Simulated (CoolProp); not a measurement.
Vapour-liquid equilibrium of cyclohexane (1) + m-xylene (2) at 920 kPa; x and y are mole fractions of (1).

The numbers come from the multi-fluid Helmholtz-energy mixture model, Zhou 2014 and Zhou 2012; pair parameters Bell 2016 in CoolProp.

```
x     bubble temperature (°C)  y at the bubble point  dew temperature at overall composition x (°C)  liquid density (mol/L)
----  -----------------------  ---------------------  ---------------------------------------------  ----------------------
0.05                    239.8                  0.117                                          243.2                   6.031
0.15                    229.2                  0.313                                          238.1                   6.190
0.25                    219.8                  0.467                                          232.7                   6.337
0.35                    211.6                  0.587                                          227.0                   6.472
0.45                    204.6                  0.682                                          220.8                   6.598
0.55                    198.4                  0.760                                          214.2                   6.717
0.65                    192.9                  0.825                                          207.0                   6.832
0.75                    187.9                  0.881                                          199.2                   6.946
0.85                    183.4                  0.931                                          190.7                   7.062
0.95                    179.2                  0.978                                          181.7                   7.181
```

No azeotrope shows between x = 0.05 and 0.95.

Pair parameters are fitted to limited data, so mixtures are less certain than the pure fluids.
